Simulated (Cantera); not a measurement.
An isothermal plug-flow reactor at 625 K and 3750 Torr (inlet), inlet velocity 0.091 m/s, active area per volume 940 1/m; feed 1.36 % CO, 7.76 % O₂, 82.9 % N₂, 7.97 % H₂O, equivalence ratio 0.088.

Model: Deutschmann's 1995 Pt surface mechanism with GRI-Mech 3.0 gas chemistry, integrated in Cantera. Catalytic surfaces can have several steady states; this one follows from the mechanism file's or the stated starting coverage. Mass transfer to the wall is taken as infinitely fast.

**Question.** Predict: x(CO) at z = 0.0089 m; x(O₂) at z = 0.0089 m; x(H₂O) at z = 0.0089 m; x(CO₂) at z = 0.0089 m; θ(free Pt) at the exit; θ(O*) at the exit; θ(OH*) at the exit; θ(CO*) at the exit.

**Answer.** 
```json
{
 "x(CO) at z = 0.0089 m": "0.00708",
 "x(O₂) at z = 0.0089 m": "0.0746",
 "x(H₂O) at z = 0.0089 m": "0.0800",
 "x(CO₂) at z = 0.0089 m": "0.00660",
 "θ(free Pt) at the exit": "0.0107",
 "θ(O*) at the exit": "0.0340",
 "θ(OH*) at the exit": "0.00417",
 "θ(CO*) at the exit": "0.951"
}
```
